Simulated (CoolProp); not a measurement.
A simple Rankine cycle with water: condensing at 302.15 K, boiler at 0.0351 MPa, turbine inlet 350.9 K, turbine efficiency 0.75, pump efficiency 0.7, no recuperator. Each further row changes one setting.

Computed with CoolProp (reference Helmholtz-energy equation of state, Wagner 2002).

```csv
case,thermal efficiency (%),net work (kJ/kg),heat in (kJ/kg),turbine exit temperature (K),volume ratio over the turbine
as stated,9.2,231,2520,302.1,[?]
turbine inlet 370.9 K,9.2,235,2560,302.1,6.84
condensing temperature 294.15 K,10.8,275,2550,294.1,11.1
boiler pressure 0.0246 MPa,[?],[?],2520,302.1,5.07
turbine efficiency 0.65,7.9,200,2520,302.1,7.23
```

**Question.** Some entries are withheld; supply them.

**Answer.** 
- as stated, volume ratio over the turbine: 7.13
- boiler pressure 0.0246 MPa, thermal efficiency (%): 7.7
- boiler pressure 0.0246 MPa, net work (kJ/kg): 194

The expansion ends wet for: as stated; turbine inlet 370.9 K; condensing temperature 294.15 K; boiler pressure 0.0246 MPa; turbine efficiency 0.65.
